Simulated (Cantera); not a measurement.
An adiabatic, constant-volume homogeneous reactor starts with CH4 : CO : O2 : N2 : H2O = 1 : 0.1 : 3.31 : 12.4 : 3 (molar parts), at 1325 K and 9.00 bar. Integrator tolerance rtol = 1e-08.

Model: GRI-Mech 3.0 (53 species, 325 reactions), integrated in Cantera.

```csv
quantity,before,after
time of steepest temperature rise,1.19 ms,1.55 ms
temperature at 0.600 s,2506 K,2855 K
equilibrium temperature,2506 K,2855 K
x(CH4) at 0.600 s,<1e-12 (gas-phase equilibrium <1e-12),<1e-12 (gas-phase equilibrium <1e-12)
x(CO) at 0.600 s,0.00206 (gas-phase equilibrium 0.00206),0.0323 (gas-phase equilibrium 0.0323)
x(O2) at 0.600 s,0.0574 (gas-phase equilibrium 0.0574),0.00570 (gas-phase equilibrium 0.00570)
x(C2H4) at 0.600 s,<1e-12 (gas-phase equilibrium <1e-12),<1e-12 (gas-phase equilibrium <1e-12)
x(H2) at 0.600 s,0.00153 (gas-phase equilibrium 0.00153),0.0224 (gas-phase equilibrium 0.0224)
x(CH2) at 0.600 s,<1e-12 (gas-phase equilibrium <1e-12),<1e-12 (gas-phase equilibrium <1e-12)
x(CO2) at 0.600 s,0.0534 (gas-phase equilibrium 0.0534),0.0571 (gas-phase equilibrium 0.0571)
```

Problem. Name the change that produced these shifts.
(A) constant pressure in place of constant volume
(B) pressure from 9.00 bar to 1.00 bar
(C) CH4 1 to 1.8 parts
(D) CH4 1 to 2.7 parts

Solution. C, CH4 1 to 1.8 parts
